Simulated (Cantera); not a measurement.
A Cantera script and what it prints.

```python
import numpy as np
import cantera as ct

gas_names = """
    CL CL2 H HCL H2 Si SiCL SiCL2 SiCL3 SiCL4 SiH SiHCL3 SiH2 SiH2CL2 SiH3 SiH3CL SiH4 Si2 Si3
""".split()
cond_names = """
    Si(cr) Si(L)
""".split()


def load(file, names, dense=False):
    # The tables refer to 1 bar. Condensed volumes are neglected.
    table = {s.name: s for s in ct.Species.list_from_file(file)}
    out = []
    for n in names:
        d = dict(table[n].input_data)
        d["thermo"] = dict(d["thermo"], **{"reference-pressure": 1e5})
        if dense:
            d["equation-of-state"] = {"model": "constant-volume", "density": "1e6 g/cm^3"}
        out.append(ct.Species.from_dict(d))
    return out


gas = ct.Solution(thermo="ideal-gas", species=load("nasa_gas.yaml", gas_names))
cond = {s.name: ct.Solution(thermo="fixed-stoichiometry", species=[s], name=s.name)
        for s in load("nasa_condensed.yaml", cond_names, dense=True)}
atoms = {
    'SiH2Cl2': {'Si': 1, 'H': 2, 'CL': 2},
    'H2': {'H': 2},
}
top_T = {}  # K; cautious upper limits of use, not melting points


def equilibrate(T, P, feed):
    n = {}
    for name, mol in feed.items():
        for a, k in atoms[name].items():
            n[a] = n.get(a, 0.0) + k * mol
    gas.TPX = T, P, n
    mass = sum(n.values()) * gas.mean_molecular_weight
    gas.equilibrate("TP")
    valid = [c for c in cond.values() if c.min_temp <= T <= top_T.get(c.name, c.max_temp)]
    mix = ct.Mixture([(gas, mass / gas.mean_molecular_weight)] + [(c, 0.0) for c in valid])
    mix.T, mix.P = T, P
    mix.equilibrate("TP", solver="vcs", rtol=1e-11, max_steps=5000)
    return mix


results = []
T = 1275  # K
P = 1000  # Pa
for m in [16, 31, 59, 110, 220, 430, 820]:
    feed = {'SiH2Cl2': 1, 'H2': m}  # mol
    mix = equilibrate(T, P, feed)
    results.append((T, P, feed, dict(zip(mix.species_names, mix.species_moles))))
    x = sorted(zip(gas.X, gas.species_names), reverse=True)
    print(f"T = {T:g} K  P = {P:g} Pa  n(H2) = {m:g} mol  gas = {mix.phase_moles(0):.4g} mol")
    print("   x: " + "  ".join(f"{s} {v:.3e}" for v, s in x if v > 1e-05))
    print("   condensed (mol): " + ("  ".join(f"{mix.phase(i).name} {mix.phase_moles(i):.4g}"
          for i in range(1, mix.n_phases) if mix.phase_moles(i) > 1e-12) or "none"))
```

Output:

```
T = 1275 K  P = 1000 Pa  n(H2) = 16 mol  gas = 17.96 mol
   x: H2 9.105e-01  HCL 7.172e-02  SiCL2 1.465e-02  SiCL3 1.524e-03  SiCL4 1.031e-03  SiHCL3 5.284e-04  SiH2CL2 3.753e-05
   condensed (mol): Si(cr) 0.6809
T = 1275 K  P = 1000 Pa  n(H2) = 31 mol  gas = 32.98 mol
   x: H2 9.469e-01  HCL 4.650e-02  SiCL2 5.920e-03  SiCL3 3.915e-04  SiCL4 1.685e-04  SiHCL3 1.385e-04  SiH2CL2 1.578e-05
   condensed (mol): Si(cr) 0.7812
T = 1275 K  P = 1000 Pa  n(H2) = 59 mol  gas = 60.99 mol
   x: H2 9.696e-01  HCL 2.812e-02  SiCL2 2.114e-03  SiCL3 8.358e-05  SiHCL3 2.991e-05  SiCL4 2.149e-05
   condensed (mol): Si(cr) 0.8624
T = 1275 K  P = 1000 Pa  n(H2) = 110 mol  gas = 112 mol
   x: H2 9.829e-01  HCL 1.637e-02  SiCL2 7.063e-04  SiCL3 1.614e-05
   condensed (mol): Si(cr) 0.9179
T = 1275 K  P = 1000 Pa  n(H2) = 220 mol  gas = 222 mol
   x: H2 9.912e-01  HCL 8.610e-03  SiCL2 1.939e-04
   condensed (mol): Si(cr) 0.9561
T = 1275 K  P = 1000 Pa  n(H2) = 430 mol  gas = 432 mol
   x: H2 9.954e-01  HCL 4.521e-03  SiCL2 5.323e-05
   condensed (mol): Si(cr) 0.9767
T = 1275 K  P = 1000 Pa  n(H2) = 820 mol  gas = 822 mol
   x: H2 9.976e-01  HCL 2.403e-03  SiCL2 1.500e-05
   condensed (mol): Si(cr) 0.9875
```

These are equilibrium values from Cantera (NASA tables, ideal gas, pure condensed phases), not measurements of a reactor. The tables' values for SiCl3 are old estimates; treat these amounts as uncertain.
